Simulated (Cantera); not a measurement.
Feed: 1 mol SiH4, 0.02 mol C2H2, 2.7 mol H2, at 1352 °C and 1.70 mbar.

These are equilibrium values from Cantera (NASA tables, ideal gas, pure condensed phases), not measurements of a reactor. Candidate condensed phases: C, C6H6, C7H8, C8H18, Si, SiC; 87 gas species. Mutual solubility and eutectic melting of coexisting phases are not modelled. The numbers say what is thermodynamically allowed, not how fast it happens.

Base state: H2 0.998, H 0.00171, Si 9.58e-5 (mole fractions); condensed: Si(s) + SiC(s).

Q: What changes in the equilibrium state with this change: SiH4 replaced by SiCl4?

A: 
```tsv
species	before	after
HCl	0	0.433
H2	0.998	0.361
SiCl2	0	0.196
SiCl3	0	0.00693
Cl	0	0.000971
SiCl4	0	0.000569
Si(s), mol	0.959	0
SiC(s), mol	0.0400	0.0400
```
The tables' values for SiCl3, SiCl are old estimates; treat these amounts as uncertain.
